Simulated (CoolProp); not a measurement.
Values from CoolProp's reference Helmholtz-energy equation of state, Setzmann 1991.

Question: Give the vapour pressure (kPa), vapour density (kg/m³), vapour viscosity (µPa s), liquid conductivity (mW/(m K)) of saturated methane at -120.95 °C.

Answer: 
```tsv
T (°C)	p (kPa)	vapour density (kg/m³)	vapour viscosity (µPa s)	liquid conductivity (mW/(m K))
-120.95	1150	18.0	6.01	126
```

Viscosity comes from a separate model (Quiñones-Cisneros 2006). Thermal conductivity comes from a separate model (Friend 1989).
